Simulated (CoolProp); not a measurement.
The fluid at 584.06 K and 11.9 MPa expands adiabatically to 1.41 MPa with isentropic efficiency 0.9. The same conditions are run with several fluids, on thermodynamics alone (safety and materials aside).

Computed with CoolProp (reference Helmholtz-energy equation of state of each fluid (methanol: de Reuck 1993; ethane: Bücker 2006; methane: Setzmann 1991; sulfur hexafluoride: Guder 2009; benzene: Thol 2012)).

Rank methanol, ethane, methane, sulfur hexafluoride, benzene by work (kJ/kg), highest first.

methane (483), ethane (264), methanol (183), sulfur hexafluoride (56.8), benzene (41.0)

```tsv
fluid	final temperature (K)	final phase	final density (kg/m³)
methanol	428.9	gas	15.4
ethane	468.1	gas	11.1
methane	410.9	gas	6.66
sulfur hexafluoride	506.1	gas	50.0
benzene	471.9	two-phase, vapour fraction 0.850	41.6
```
